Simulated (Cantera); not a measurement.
Input: 1 mol CuO, 1.4 mol CO, at 2425 K and 1.20 bar.

Cantera equilibrium calculation (NASA polynomials, part measured and part estimated; ideal gas, pure solids and liquids). Candidate condensed phases: C, Cu, CuO, Cu₂O; 15 gas species. Equilibrium is a limit: real reactors are often held back by kinetics, nucleation or transport.

Base state: CO₂ 0.639, CO 0.265, Cu 0.0912, O₂ 0.00290, Cu₂ 0.00120, O 0.000487, CuO 0.000408 (mole fractions); condensed: Cu(l).

Task: What changes in the equilibrium state with this change: CuO replaced by Fe₃O₄?

Result: 
```
species        before     after
-----------  --------  --------
CO₂             0.639     0.705
CO              0.265     0.290
O₂            0.00290   0.00294
Cu             0.0912         0
Fe                  0  0.000499
Cu₂           0.00120         0
CuO          0.000408         0
Cu(l), mol      0.854         0
FeO(l), mol         0      3.00
```
The tables' stoichiometric FeO is somewhat more stable than real wüstite, so its field is too wide. FeO: taken at fixed stoichiometry. Further candidate phases: Fe, Fe(CO)₅, FeO, Fe₂O₃, Fe₃O₄.
